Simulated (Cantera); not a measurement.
An adiabatic, constant-pressure homogeneous reactor starts with H2 : O2 : N2 = 1 : 0.806 : 3.03 (molar parts), at 1248 K and 0.220 bar. Integrator tolerance rtol = 1e-08.

Detailed kinetics in Cantera: the H2/O2 subset of GRI-Mech 3.0, which has no nitrogen chemistry.

```tsv
quantity	before	after
time of steepest temperature rise	0.160 ms	9.25 µs
temperature at 3.00 s	2478 K	2606 K
equilibrium temperature	2478 K	2606 K
x(H2) at 3.00 s	0.00911 (gas-phase equilibrium 0.00911)	0.00332 (gas-phase equilibrium 0.00332)
x(O2) at 3.00 s	0.0662 (gas-phase equilibrium 0.0662)	0.0672 (gas-phase equilibrium 0.0672)
x(O) at 3.00 s	0.00716 (gas-phase equilibrium 0.00716)	0.00251 (gas-phase equilibrium 0.00251)
x(HO2) at 3.00 s	5.56e-6 (gas-phase equilibrium 5.56e-6)	1.85e-5 (gas-phase equilibrium 1.85e-5)
x(H) at 3.00 s	0.00467 (gas-phase equilibrium 0.00467)	0.000917 (gas-phase equilibrium 0.000917)
x(H2O) at 3.00 s	0.205 (gas-phase equilibrium 0.205)	0.218 (gas-phase equilibrium 0.218)
```

What was changed between the two runs?
A. N2 3.03 to 6.9 parts
B. initial temperature 1248 to 1650 K
C. H2 1 to 2.6 parts
D. pressure from 0.220 bar to 6.20 bar

D, pressure from 0.220 bar to 6.20 bar
